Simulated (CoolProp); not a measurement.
The fluid at 432.22 K and 0.934 MPa is compressed adiabatically to 7.16 MPa with isentropic efficiency 0.85. The same conditions are run with several fluids, on thermodynamics alone (safety and materials aside).

Values from CoolProp's reference Helmholtz-energy equation of state of each fluid (ethanol: Schroeder 2014; n-butane: Bücker 2006; the fluoroketone C6F12O (FK-5-1-12): McLinden 2015).

```tsv
fluid	work (kJ/kg)	final temperature (K)	final density (kg/m³)
ethanol	169	562.6	___
n-butane	___	___	___
the fluoroketone C6F12O (FK-5-1-12)	___	487.0	___
```

Q: What belongs in the gaps?

A: 
- ethanol, final density (kg/m³): 99.2
- n-butane, work (kJ/kg): 128
- n-butane, final temperature (K): 521.6
- n-butane, final density (kg/m³): 145
- the fluoroketone C6F12O (FK-5-1-12), work (kJ/kg): 15.0
- the fluoroketone C6F12O (FK-5-1-12), final density (kg/m³): 983
